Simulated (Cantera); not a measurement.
Source: NASA polynomial tables (part measured, part estimated), evaluated in Cantera. Values are per mole of reaction as written; species without (g) are pure solids or liquids, kept so even where they would boil at 1 bar. VN: taken at fixed stoichiometry.

Problem. Between 498 and 1248 K, where is each reaction favourable under standard conditions?
- 4 NO(g) + 5 H₂(g) + 2 V₂O₃ → 10 OH(g) + 4 VN

Solution. 
- 4 NO(g) + 5 H₂(g) + 2 V₂O₃ → 10 OH(g) + 4 VN: ΔG° is 1453 kJ at 498 K and 1260 kJ at 1248 K; it stays positive (K < 1). ΔH° is 1561 kJ and ΔS° 241 J/K at 1248 K.
